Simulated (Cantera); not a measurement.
Cantera run:

```python
import numpy as np
import cantera as ct

gas_names = """
    CL CL2 H HCL H2 Si SiCL SiCL2 SiCL3 SiCL4 SiH SiHCL3 SiH2 SiH2CL2 SiH3 SiH3CL SiH4 Si2 Si3
""".split()
cond_names = """
    Si(cr) Si(L)
""".split()


def load(file, names, dense=False):
    # The tables refer to 1 bar. Condensed volumes are neglected.
    table = {s.name: s for s in ct.Species.list_from_file(file)}
    out = []
    for n in names:
        d = dict(table[n].input_data)
        d["thermo"] = dict(d["thermo"], **{"reference-pressure": 1e5})
        if dense:
            d["equation-of-state"] = {"model": "constant-volume", "density": "1e6 g/cm^3"}
        out.append(ct.Species.from_dict(d))
    return out


gas = ct.Solution(thermo="ideal-gas", species=load("nasa_gas.yaml", gas_names))
cond = {s.name: ct.Solution(thermo="fixed-stoichiometry", species=[s], name=s.name)
        for s in load("nasa_condensed.yaml", cond_names, dense=True)}
atoms = {
    'SiHCl3': {'Si': 1, 'H': 1, 'CL': 3},
    'Cl2': {'CL': 2},
    'H2': {'H': 2},
}
top_T = {}  # K; cautious upper limits of use, not melting points


def equilibrate(T, P, feed):
    n = {}
    for name, mol in feed.items():
        for a, k in atoms[name].items():
            n[a] = n.get(a, 0.0) + k * mol
    gas.TPX = T, P, n
    mass = sum(n.values()) * gas.mean_molecular_weight
    gas.equilibrate("TP")
    valid = [c for c in cond.values() if c.min_temp <= T <= top_T.get(c.name, c.max_temp)]
    mix = ct.Mixture([(gas, mass / gas.mean_molecular_weight)] + [(c, 0.0) for c in valid])
    mix.T, mix.P = T, P
    mix.equilibrate("TP", solver="vcs", rtol=1e-11, max_steps=5000)
    return mix


results = []
feed = {'SiHCl3': 1, 'Cl2': 0.1, 'H2': 22}  # mol
P = 133.322  # Pa
for T in [875, 900, 925, 950, 975, 1000, 1025, 1050, 1075, 1100, 1125, 1150, 1175, 1200]:
    mix = equilibrate(T, P, feed)
    results.append((T, P, feed, dict(zip(mix.species_names, mix.species_moles))))

top = {s: max(r[3][s] / sum(r[3][g] for g in gas_names) for r in results) for s in gas_names}
cols = sorted((s for s in top if top[s] > 1e-05), key=lambda s: -top[s])[:6]
seen = [c for c in cond_names if any(r[3].get(c, 0) > 1e-12 for r in results)]
print("log10 of partial pressures in bar; condensed amounts in mol")
print(f"{'T/K':>10s}" + "".join(f"{s[:9]:>10s}" for s in cols + seen))
for T, P, feed, n in results:
    ng = sum(n[g] for g in gas_names)
    print(f"{T:10.4g}" + "".join(f"{np.log10(max(n[s] / ng * P / 1e5, 1e-99)):10.3f}" for s in cols)
          + "".join(f"{n.get(c, 0):10.4g}" for c in seen))
```

It prints:

```
log10 of partial pressures in bar; condensed amounts in mol
       T/K        H2       HCL     SiCL4     SiCL2    SiHCL3     SiCL3    Si(cr)
       875    -2.895    -4.752    -4.439    -6.504    -5.242    -6.353    0.2469
       900    -2.897    -4.640    -4.456    -6.250    -5.260    -6.192    0.2679
       925    -2.898    -4.536    -4.480    -6.013    -5.282    -6.046    0.2918
       950    -2.900    -4.439    -4.510    -5.793    -5.310    -5.913    0.3183
       975    -2.903    -4.350    -4.548    -5.590    -5.344    -5.795    0.3464
      1000    -2.905    -4.269    -4.598    -5.404    -5.386    -5.693    0.3749
      1025    -2.908    -4.197    -4.663    -5.235    -5.439    -5.609    0.4021
      1050    -2.911    -4.134    -4.745    -5.085    -5.506    -5.544    0.4263
      1075    -2.914    -4.080    -4.848    -4.955    -5.588    -5.501    0.4459
      1100    -2.917    -4.036    -4.977    -4.846    -5.689    -5.483    0.4599
      1125    -2.919    -4.002    -5.132    -4.758    -5.809    -5.490    0.4682
      1150    -2.921    -3.977    -5.313    -4.691    -5.949    -5.521    0.4714
      1175    -2.923    -3.961    -5.515    -4.641    -6.104    -5.573    0.4709
      1200    -2.924    -3.951    -5.732    -4.605    -6.270    -5.640    0.4679
```

Cantera equilibrium calculation (NASA polynomials, part measured and part estimated; ideal gas, pure solids and liquids). The tables' values for SiCl3 are old estimates; treat these amounts as uncertain.
